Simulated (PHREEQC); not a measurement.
A solution holds 2.1 mmol/kgw Pb(NO3)2 and 62 mmol/kgw Na2SO4, at 25 °C. Closed to the air; pH follows from the charge balance.

Model: ion-association model, wateq4f.dat, run in PHREEQC.

Each row changes one thing in this solution. This is a speciation only: nothing precipitates in the calculation.

```
case                                                  pH  ionic strength (mol/kgw)  Na+ (mol/kgw)  SO4-2 (mol/kgw)  NaSO4- (mol/kgw)  HSO4- (mol/kgw)  SI of Mirabilite (Na2SO4:10H2O)
--------------------------------------------------  ----  ------------------------  -------------  ---------------  ----------------  ---------------  -------------------------------
as made                                             5.96                     0.168          0.115           0.0509           0.00910          2.28e-6                            -2.82
Pb(NO3)2 from 0.0021 to 0.0105 mol/kgw              5.54                     0.170          0.116           0.0448           0.00804          5.23e-6                            -2.88
Pb(NO3)2 left out                                   7.20                     0.167          0.115           0.0526           0.00938          1.37e-7                            -2.81
diluted 2-fold with water                           5.97                    0.0869         0.0589           0.0271           0.00309          1.39e-6                            -3.53
Na2SO4 from 0.062 to 0.093 mol/kgw                  6.05                     0.244          0.169           0.0739            0.0170          2.42e-6                            -2.42
Pb(NO3)2 replaced by Zn(NO3)2 at the same molality   [?]                     0.169          0.115           0.0512               [?]              [?]                            -2.82
diluted 10-fold with water                          6.04                    0.0184         0.0122              [?]          0.000212          3.54e-7                            -5.29
Pb(NO3)2 replaced by Al(NO3)3 at the same molality  4.80                     0.168          0.115           0.0504           0.00901          3.26e-5                              [?]
```

Task: Some entries are withheld; supply them.

Result: 
- Pb(NO3)2 replaced by Zn(NO3)2 at the same molality, pH: 6.45
- Pb(NO3)2 replaced by Zn(NO3)2 at the same molality, NaSO4- (mol/kgw): 0.00912
- Pb(NO3)2 replaced by Zn(NO3)2 at the same molality, HSO4- (mol/kgw): 7.35e-7
- diluted 10-fold with water, SO4-2 (mol/kgw): 0.00587
- Pb(NO3)2 replaced by Al(NO3)3 at the same molality, SI of Mirabilite (Na2SO4:10H2O): -2.83

Some of these states are supersaturated (in Anglesite, Larnakite, Basaluminite, for instance).
